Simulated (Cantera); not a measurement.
A perfectly stirred reactor is fed with 5.56 % C2H4, 94.4 % H2, at 2670 Pa; it is held at 1775 K, and followed from long to short residence time.

Model: GRI-Mech 3.0 (53 species, 325 reactions), integrated in Cantera. GRI-Mech 3.0 was tuned for natural gas; its chemistry of ethylene as a main component is partial and can be far from experiment. GRI-Mech 3.0 stops at C3 and has no aromatics, soot or wall deposition, so with more carbon than oxygen in the feed, carbon stays in small species such as C2H2 where larger ones or solid carbon would form. Radical loss at walls, strong at low pressure, is not modelled.

### Question
Predict: x(C2H4) at τ = 0.690 s; x(H2) at τ = 0.690 s; x(CH4) at τ = 0.690 s; x(CH2) at τ = 0.690 s; x(H) at τ = 0.690 s; x(C2H4) at τ = 9.00 ms; x(H2) at τ = 9.00 ms; x(CH4) at τ = 9.00 ms; x(CH2) at τ = 9.00 ms; x(H) at τ = 9.00 ms.

### Answer
```
Item                      Result
----------------------  --------
x(C2H4) at τ = 0.690 s  0.000198
x(H2) at τ = 0.690 s       0.946
x(CH4) at τ = 0.690 s    5.94e-5
x(CH2) at τ = 0.690 s    1.37e-9
x(H) at τ = 0.690 s     0.000850
x(C2H4) at τ = 9.00 ms    0.0270
x(H2) at τ = 9.00 ms       0.946
x(CH4) at τ = 9.00 ms    6.66e-6
x(CH2) at τ = 9.00 ms    3.37e-9
x(H) at τ = 9.00 ms      6.96e-5
```
